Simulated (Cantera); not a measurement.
Charge: 1 mol CuO, 6.8 mol C, 0.57 mol CO, equilibrated at 1800 °C and 100000 Pa.

Equilibrium computed with Cantera from the NASA thermochemical tables; the gas is ideal and each condensed phase is pure. Candidate condensed phases: C, Cu, CuO, Cu2O; 15 gas species. Rates play no part.

Base state: CO 0.992, Cu 0.00829, Cu2 4.35e-5, CO2 1.80e-5 (mole fractions); condensed: C(graphite) + Cu(l).

Problem. What changes in the equilibrium state with this change: temperature from 1800 °C to 602 °C?

Solution. 
| species | before | after |
|---|---|---|
| CO2 | 1.80e-5 | 0.738 |
| CO | 0.992 | 0.262 |
| Cu | 0.00829 | <1e-9 |
| Cu2 | 4.35e-5 | <1e-9 |
| C(graphite), mol | 5.80 | 6.47 |
| Cu(l), mol | 0.987 | 0 |
| Cu(s), mol | 0 | 1.00 |

Problem. What changes in the equilibrium state with this change: 0.067 mol H2O added?

Solution. 
```tsv
species	before	after
CO	0.992	0.952
H2	0	0.0387
Cu	0.00829	0.00829
H	0	0.000518
C2H2 (acetylene)	0	4.74e-5
CO2	1.80e-5	1.66e-5
C(graphite), mol	5.80	5.73
Cu(l), mol	0.987	0.986
```
Further candidate phases: C6H6, C7H8, C8H18, Cu(OH)2, H2O.
